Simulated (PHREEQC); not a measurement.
Make-up at 70 °C: 0.27 mol NH4HF2, 0.004 mol H3PO4 and 0.021 mol HCl per kg of water. Closed to the air; pH follows from the charge balance.

The numbers come from PHREEQC with the ion-association model, phreeqc.dat.

Problem. The ionic strength comes out as 0.271 mol/kgw. What activity coefficients do HF2-, HPO4-2, H2PO4-, F-, NH4+ get?

Solution. HF2- 0.71, HPO4-2 0.24, H2PO4- 0.71, F- 0.66, NH4+ 0.63.

Precipitation was switched off in this run. Species that the database lacks are ignored. Constants without temperature data keep their 25 °C values here.
